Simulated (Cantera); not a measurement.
An isothermal, constant-pressure homogeneous reactor starts with CH4 : CO2 : H2 = 1 : 0.66 : 0.066 (molar parts), at 1475 K and 1.10 bar.

Computed with Cantera and GRI-Mech 3.0 (53 species, 325 reactions).

Problem. Predict: x(CH4) at 1.00 s; x(CO2) at 1.00 s; x(H2) at 1.00 s; x(CH2) at 1.00 s; x(H2O) at 1.00 s; x(CO) at 1.00 s.

Solution. 
- x(CH4) at 1.00 s: 0.214 (gas-phase equilibrium 0.0604)
- x(CO2) at 1.00 s: 0.166 (gas-phase equilibrium 2.04e-6)
- x(H2) at 1.00 s: 0.245 (gas-phase equilibrium 0.501)
- x(CH2) at 1.00 s: 2.25e-9 (gas-phase equilibrium 3.03e-10)
- x(H2O) at 1.00 s: 0.127 (gas-phase equilibrium 6.13e-6)
- x(CO) at 1.00 s: 0.133 (gas-phase equilibrium 0.415)
